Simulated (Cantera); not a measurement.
A closed system holds: 1 mol SiH4, 52 mol H2, 0.92 mol C2H4, equilibrated at 2075 °C and 180 Pa.

These are equilibrium values from Cantera (NASA tables, ideal gas, pure condensed phases), not measurements of a reactor. Candidate condensed phases: C, C6H6, C7H8, C8H18, Si, SiC; 87 gas species. Equilibrium is a limit: real reactors are often held back by kinetics, nucleation or transport.

Base state: H2 0.732, H 0.249, Si 0.0129, C2H2 (acetylene) 0.00400, SiC2 0.00209, SiH 0.000158, Si2C 0.000122, C2H 6.92e-5 (mole fractions); condensed: C(graphite).

Task: What changes in the equilibrium state with this change: C2H4 from 0.92 to 0.2 mol?

Result: 
```
species             before     after
----------------  --------  --------
H2                   0.732     0.733
H                    0.249     0.249
Si                  0.0129    0.0143
C2H2 (acetylene)   0.00400   0.00193
C3                 2.21e-5   7.43e-6
C2H                6.92e-5   3.34e-5
SiC2               0.00209   0.00112
Si2C              0.000122  0.000104
SiH               0.000158  0.000175
C(graphite), mol      1.02         0
```
